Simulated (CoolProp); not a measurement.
The numbers come from the reference Helmholtz-energy equation of state, Span 1996 in CoolProp.

**Question.** Give the vapour pressure (kPa), liquid density (kg/m³), liquid cp (kJ/(kg K)), vapour Z of saturated carbon dioxide at 238 K.

**Answer.** 
```csv
T (K),p (kPa),liquid density (kg/m³),liquid cp (kJ/(kg K)),vapour Z
238,1200,1100,2.04,0.857
```
